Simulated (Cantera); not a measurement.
A freely propagating, adiabatic, planar premixed flame of H₂ : O₂ : N₂ : H₂O = 1 : 0.79 : 2.35 : 0.75 (molar parts), equivalence ratio 0.63, unburnt at 475 K and 1.01 bar; mixture-averaged transport, grid criteria slope 0.08 and curve 0.16, no radiation.

Detailed kinetics in Cantera: the H2/O2 subset of GRI-Mech 3.0, which has no nitrogen chemistry. Burning velocities carry a grid error of a few per cent, more on coarse grids. Lean hydrogen flames are cellular in practice and burn faster than this planar one.

### Question
Predict: laminar burning velocity; thermal thickness; peak x(H); peak x(O); peak x(HO₂).

### Answer
```json
{
 "laminar_burning_velocity": "190 cm/s",
 "thermal_thickness": "0.348 mm",
 "peak x(H)": "0.00910",
 "peak x(O)": "0.00503",
 "peak x(HO₂)": "0.000540"
}
```
